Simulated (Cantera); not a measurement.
Feed: 1 mol BaF₂, 1.5 mol HF, 3.4 mol N₂, held at 1477 °C and 0.975 Torr.

Method: chemical equilibrium by Gibbs-energy minimisation in Cantera with the NASA 1993 tables (ideal gas, pure condensed phases). Candidate condensed phases: Ba, BaF₂; 24 gas species. Rates play no part.

Base state: N₂ 0.576, HF 0.254, BaF₂ 0.169, F 6.02e-5, H 2.27e-5, BaF 1.28e-5, H₂ 1.23e-5 (mole fractions); condensed: gas only.

**Question.** What changes in the equilibrium state with this change: temperature from 1477 °C to 975 °C?

**Answer.** 
```json
[
 {"species": "N₂", "before": "0.576", "after": "0.694"},
 {"species": "HF", "before": "0.254", "after": "0.306"},
 {"species": "BaF₂", "before": "0.169", "after": "6.60e-5"},
 {"species": "BaF", "before": "1.28e-5", "after": "<1e-9"},
 {"species": "H", "before": "2.27e-5", "after": "2.35e-9"},
 {"species": "F", "before": "6.02e-5", "after": "6.80e-8"},
 {"species": "H₂", "before": "1.23e-5", "after": "3.28e-8"},
 {"species": "BaF₂(s), mol", "before": "0", "after": "1.000"}
]
```

**Question.** What changes in the equilibrium state with this change: BaF₂ replaced by NaCl?

**Answer.** 
| species | before | after |
|---|---|---|
| N₂ | 0.576 | 0.575 |
| HF | 0.254 | 0.236 |
| NaCl | 0 | 0.149 |
| BaF₂ | 0.169 | 0 |
| NaF | 0 | 0.0177 |
| HCl | 0 | 0.0163 |
| Cl | 0 | 0.00324 |
| Na | 0 | 0.00184 |
| BaF | 1.28e-5 | 0 |
| H₂ | 1.23e-5 | 0.000627 |
Further candidate phases: NH₄Cl, Na, NaCl, NaF.
